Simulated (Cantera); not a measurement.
What does this Cantera script print?

```python
import numpy as np
import cantera as ct

gas = ct.Solution("gri30.yaml")


def delay(T, t_max=10):
    gas.TPX = T, 100000, {'C2H4': 1, 'O2': 6.67, 'N2': 25.1, 'CO2': 1.1}
    reactor = ct.IdealGasConstPressureReactor(gas, clone=False)
    net = ct.ReactorNet([reactor])
    net.rtol, net.atol = 1e-8, 1e-16
    while net.time < t_max:
        t_old, T_old = net.time, reactor.T
        net.step()
        if reactor.T > T + 400:  # ignition: a rise of 400 K
            return t_old + (T + 400 - T_old) / (reactor.T - T_old) * (net.time - t_old)
    return np.nan


taus = []
for T in [1275, 1350, 1425, 1500, 1575, 1650, 1725, 1800, 1875]:
    taus.append(delay(T))
    print(f"T0 = {T:6g} K   tau = {taus[-1]:.4e} s")
```

It prints:

```
T0 =   1275 K   tau = 1.6188e-04 s
T0 =   1350 K   tau = 9.5839e-05 s
T0 =   1425 K   tau = 6.4426e-05 s
T0 =   1500 K   tau = 4.6556e-05 s
T0 =   1575 K   tau = 3.5294e-05 s
T0 =   1650 K   tau = 2.7717e-05 s
T0 =   1725 K   tau = 2.2404e-05 s
T0 =   1800 K   tau = 1.8636e-05 s
T0 =   1875 K   tau = 1.6279e-05 s
```

Cantera simulation using GRI-Mech 3.0 (53 species, 325 reactions); the numbers are that mechanism's predictions, not measurements. GRI-Mech 3.0 was tuned for natural gas; its chemistry of ethylene as a main component is partial and can be far from experiment. Where the delays flatten at high temperature, the 400 K rule measures the pace of heat release, not the induction time.
